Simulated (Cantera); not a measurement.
An isothermal, constant-pressure homogeneous reactor starts with NH3 : N2 = 1 : 0.35 (molar parts), at 1900 K and 13300 Pa. Integrator tolerance rtol = 1e-08.

Detailed kinetics in Cantera: the gas-phase N/H chemistry of the illustrative SiF4/NH3 mechanism in the Surface Chemkin manual (1991). Walls and surfaces, which speed up NH3 decomposition in real reactors, are not modelled.

What does this change do: temperature 1900 to 1200 K?


| quantity | before | after |
|---|---|---|
| x(NH3) at 20.0 s | 7.67e-5 (gas-phase equilibrium 9.71e-7) | 0.741 (gas-phase equilibrium 7.66e-6) |
| x(NH2) at 20.0 s | 5.88e-7 (gas-phase equilibrium 7.45e-9) | 1.88e-6 (gas-phase equilibrium 8.29e-12) |
| x(NH) at 20.0 s | 6.40e-8 (gas-phase equilibrium 8.11e-10) | 6.37e-10 (gas-phase equilibrium <1e-12) |
| x(N2H2) at 20.0 s | 8.27e-12 (gas-phase equilibrium <1e-12) | 3.19e-8 (gas-phase equilibrium <1e-12) |
| x(H2) at 20.0 s | 0.637 (gas-phase equilibrium 0.637) | 0.000144 (gas-phase equilibrium 0.638) |
| x(N2) at 20.0 s | 0.361 (gas-phase equilibrium 0.361) | 0.259 (gas-phase equilibrium 0.362) |
